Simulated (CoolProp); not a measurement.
Vapour pressure (kPa) of methane: the reference equation beside estimates from Tc = 190.6 K, pc = 4599 kPa, ω = 0.011. Clausius-Clapeyron is anchored at 98.1 K with a constant enthalpy of vaporisation of 8.557 kJ/mol.

The numbers come from the reference Helmholtz-energy equation of state, Setzmann 1991 in CoolProp.

```tsv
T (K)	reference	Lee-Kesler	Clausius-Clapeyron	van der Waals	Redlich-Kwong	Soave-Redlich-Kwong	Peng-Robinson
98.1	28.08	27.26	28.08	155.3	15.42	26.48	28.39
102.4	43.87	42.79	43.63	205.0	26.73	41.83	44.30
106.6	65.36	64.04	64.83	263.4	43.35	62.92	65.91
110.9	95.08	93.59	94.26	334.2	67.84	92.30	95.79
115.2	134.3	132.7	133.3	417.2	101.9	131.3	135.2
119.5	184.7	183.3	183.8	513.1	147.5	181.8	185.9
123.7	246.7	245.6	246.3	620.2	205.6	244.2	248.2
128	325.1	324.4	325.7	744.4	281.0	323.3	327.0
132.3	420.7	420.5	422.9	883.9	375.0	420.1	423.1
```

Absolute difference from the reference over all 9 rows, mean and median: Lee-Kesler 1.3 and 1.2 %, Clausius-Clapeyron 0.5 and 0.5 %, van der Waals 239.3 and 210.6 %, Redlich-Kwong 25.8 and 24.1 %, Soave-Redlich-Kwong 2.5 and 2.2 %, Peng-Robinson 0.8 and 0.7 %.
